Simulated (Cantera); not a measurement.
Input (Python, Cantera) and output of one run.

```python
import numpy as np
import cantera as ct

gas_names = [...]  # 113 gases of nasa_gas.yaml made of C, H, O, Pb
cond_names = """
    C(gr) C6H6(L) C7H8(L) C8H18(L),n-octa H2O(s) H2O(L) Pb(cr) Pb(L) PbO(rd) PbO(yw) PbO(L) PbO2(s)
    Pb3O4(s)
""".split()


# ... load() reads the species with a 1 bar reference pressure and builds the phases ...
atoms = {
    'Pb': {'Pb': 1},
    'H2': {'H': 2},
    'CO': {'C': 1, 'O': 1},
}
top_T = {'C(gr)': 4500, 'Pb3O4(s)': 820}  # K; cautious upper limits of use, not melting points


# ... equilibrate(T, P, feed) seeds the gas with the atoms and calls Mixture.equilibrate('TP', solver="vcs", rtol=1e-11, max_steps=5000) ...
results = []
feed = {'Pb': 1, 'H2': 1, 'CO': 0.042}  # mol
P = 1000  # Pa
for T in [973, 1023, 1073, 1123, 1173, 1223, 1273, 1323, 1373, 1423, 1473, 1523, 1573]:
    mix = equilibrate(T, P, feed)
    results.append((T, P, feed, dict(zip(mix.species_names, mix.species_moles))))
    x = sorted(zip(gas.X, gas.species_names), reverse=True)
    print(f"T = {T:g} K  P = {P:g} Pa  gas = {mix.phase_moles(0):.4g} mol")
    print("   x: " + "  ".join(f"{s} {v:.3e}" for v, s in x if v > 0.001))
    print("   condensed (mol): " + ("  ".join(f"{mix.phase(i).name} {mix.phase_moles(i):.4g}"
          for i in range(1, mix.n_phases) if mix.phase_moles(i) > 1e-12) or "none"))
```

It prints:

```
T = 973 K  P = 1000 Pa  gas = 1.042 mol
   x: H2 9.583e-01  CO 3.974e-02
   condensed (mol): Pb(L) 0.9991
T = 1023 K  P = 1000 Pa  gas = 1.044 mol
   x: H2 9.569e-01  CO 3.993e-02  Pb 2.666e-03
   condensed (mol): Pb(L) 0.9972
T = 1073 K  P = 1000 Pa  gas = 1.049 mol
   x: H2 9.525e-01  CO 3.987e-02  Pb 7.308e-03
   condensed (mol): Pb(L) 0.9923
T = 1123 K  P = 1000 Pa  gas = 1.061 mol
   x: H2 9.421e-01  CO 3.949e-02  Pb 1.827e-02
   condensed (mol): Pb(L) 0.9806
T = 1173 K  P = 1000 Pa  gas = 1.088 mol
   x: H2 9.192e-01  Pb 4.218e-02  CO 3.856e-02
   condensed (mol): Pb(L) 0.9541
T = 1223 K  P = 1000 Pa  gas = 1.146 mol
   x: H2 8.726e-01  Pb 9.075e-02  CO 3.662e-02
   condensed (mol): Pb(L) 0.896
T = 1273 K  P = 1000 Pa  gas = 1.276 mol
   x: H2 7.835e-01  Pb 1.836e-01  CO 3.289e-02
   condensed (mol): Pb(L) 0.7657
T = 1323 K  P = 1000 Pa  gas = 1.607 mol
   x: H2 6.222e-01  Pb 3.516e-01  CO 2.613e-02
   condensed (mol): Pb(L) 0.4348
T = 1373 K  P = 1000 Pa  gas = 2.042 mol
   x: H2 4.897e-01  Pb 4.896e-01  CO 2.057e-02
   condensed (mol): none
T = 1423 K  P = 1000 Pa  gas = 2.042 mol
   x: H2 4.897e-01  Pb 4.896e-01  CO 2.057e-02
   condensed (mol): none
T = 1473 K  P = 1000 Pa  gas = 2.042 mol
   x: H2 4.897e-01  Pb 4.896e-01  CO 2.057e-02
   condensed (mol): none
T = 1523 K  P = 1000 Pa  gas = 2.042 mol
   x: Pb 4.896e-01  H2 4.896e-01  CO 2.057e-02
   condensed (mol): none
T = 1573 K  P = 1000 Pa  gas = 2.042 mol
   x: Pb 4.896e-01  H2 4.895e-01  CO 2.056e-02
   condensed (mol): none
```

These are equilibrium values from Cantera (NASA tables, ideal gas, pure condensed phases), not measurements of a reactor.
